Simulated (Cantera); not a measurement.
Feed: 1 mol Si, 1.5 mol HBr, 0.65 mol N2, equilibrated at 900 K and 0.800 bar.

Cantera equilibrium calculation (NASA polynomials, part measured and part estimated; ideal gas, pure solids and liquids). Candidate condensed phases: Br2, Si, Si3N4; 28 gas species. N2 is the only nitrogen source here; it is nearly inert below about 1500 K, so the nitride shown seldom forms there in practice. Kinetics and transport are ignored.

Base state: HBr 0.516, H2 0.270, SiBr4 0.135, N2 0.0783, SiHBr3 0.000114, NH3 3.81e-5 (mole fractions); condensed: Si3N4(s).

Task: What changes in the equilibrium state with this change: N2 from 0.65 to 0.11 mol?

Result: 
| species | before | after |
|---|---|---|
| H2 | 0.270 | 0.649 |
| SiBr4 | 0.135 | 0.309 |
| SiHBr3 | 0.000114 | 0.0298 |
| HBr | 0.516 | 0.0108 |
| N2 | 0.0783 | <1e-9 |
| NH3 | 3.81e-5 | <1e-9 |
| SiH2Br2 | 4.48e-8 | 0.00135 |
| Si3N4(s), mol | 0.269 | 0.0550 |
| Si(s), mol | 0 | 0.454 |
The tables' values for SiBr3 are old estimates; treat these amounts as uncertain.

Task: What changes in the equilibrium state with this change: N2 from 0.65 to 0.35 mol?

Result: 
| species | before | after |
|---|---|---|
| H2 | 0.270 | 0.649 |
| SiBr4 | 0.135 | 0.309 |
| SiHBr3 | 0.000114 | 0.0298 |
| HBr | 0.516 | 0.0108 |
| N2 | 0.0783 | <1e-9 |
| NH3 | 3.81e-5 | <1e-9 |
| SiH2Br2 | 4.48e-8 | 0.00135 |
| SiH3Br | <1e-9 | 2.15e-5 |
| Si3N4(s), mol | 0.269 | 0.175 |
| Si(s), mol | 0 | 0.0938 |
The tables' values for SiBr3 are old estimates; treat these amounts as uncertain.
